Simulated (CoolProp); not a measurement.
Fluorine along the isobar 4820 kPa: fugacity coefficient from the reference equation and from simpler models built on Tc = 144.4 K, pc = 5240 kPa, ω = 0.045; each cubic takes its own stable root.

Model: reference Helmholtz-energy equation of state, de Reuck 1990, in CoolProp.

```
T (K)   phase  reference
-----  ------  ---------
110.5  liquid     0.1873
134.2  liquid     0.5366
157.9     gas     0.7769
181.6     gas     0.8585
205.2     gas     0.9062
228.9     gas     0.9365
252.6     gas     0.9568
276.3     gas     0.9710
300       gas     0.9812
```

### Question
How far does each simpler model (van der Waals, Soave-Redlich-Kwong) lie from the reference over these 9 states: mean and median of the absolute difference, and the worst?

### Answer
- van der Waals: mean 10.8 %, median 1.6 %, worst +72.4 % at 110.5 K and 4820 kPa
- Soave-Redlich-Kwong: mean 0.7 %, median 0.6 %, worst +2.1 % at 110.5 K and 4820 kPa
